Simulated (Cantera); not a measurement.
Charge: 1 mol Cr, 6.9 mol N₂, equilibrated at 702 °C and 63.0 Pa.

These are equilibrium values from Cantera (NASA tables, ideal gas, pure condensed phases), not measurements of a reactor. Candidate condensed phases: Cr, CrN, Cr₂N; 4 gas species. The numbers say what is thermodynamically allowed, not how fast it happens.

Base state: N₂ 1.00 (mole fractions); condensed: Cr₂N(s).

What changes in the equilibrium state with this change: pressure from 63.0 Pa to 1 atm?


```json
[
 {"species": "N₂", "before": "1.00", "after": "1.00"},
 {"species": "Cr₂N(s), mol", "before": "0.500", "after": "0"},
 {"species": "CrN(s), mol", "before": "0", "after": "1.00"}
]
```
